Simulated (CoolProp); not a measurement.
Carbonyl sulfide along the isobar 5.13 bar: fugacity coefficient from the reference equation and from simpler models built on Tc = 105.6 °C, pc = 63.69 bar, ω = 0.098; each cubic takes its own stable root.

Model: reference Helmholtz-energy equation of state, Lemmon 2006, in CoolProp. It is a short technical equation, of lower accuracy than the large ones.

```
T (°C)  phase  reference  van der Waals  Soave-Redlich-Kwong  Peng-Robinson
------  -----  ---------  -------------  -------------------  -------------
21.55     gas     0.9421         0.9569               0.9436         0.9400
37.05     gas     0.9506         0.9617               0.9511         0.9476
52.65     gas     0.9575         0.9658               0.9574         0.9541
68.25     gas     0.9631         0.9694               0.9628         0.9595
83.75     gas     0.9678         0.9725               0.9673         0.9642
99.35     gas     0.9718         0.9752               0.9713         0.9682
114.85    gas     0.9751         0.9775               0.9746         0.9717
130.45    gas     0.9780         0.9796               0.9776         0.9747
145.95    gas     0.9804         0.9814               0.9801         0.9774
161.55    gas     0.9825         0.9830               0.9823         0.9797
177.05    gas     0.9844         0.9845               0.9843         0.9817
192.65    gas     0.9860         0.9858               0.9860         0.9836
```
